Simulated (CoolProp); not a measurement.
R142b at several states: Z from the reference equation and from simpler models built on Tc = 410.3 K, pc = 4.055 MPa, ω = 0.232; each cubic takes its own stable root.

Values from CoolProp's reference Helmholtz-energy equation of state, Lemmon 2006. It is a short technical equation, of lower accuracy than the large ones.

```csv
T (K),p (MPa),phase,reference,van der Waals,Redlich-Kwong,Soave-Redlich-Kwong,Peng-Robinson
189.6,9.1,liquid,0.4260,0.7088,0.4826,0.4767,0.4249
352,3.21,liquid,…,…,0.1355,…,0.1148
441.3,0.0109,gas,0.9993,0.9993,0.9993,0.9993,0.9992
```

### Question
Fill in the missing entries.

### Answer

- 352, reference: 0.1136
- 352, van der Waals: 0.1866
- 352, Soave-Redlich-Kwong: 0.1300
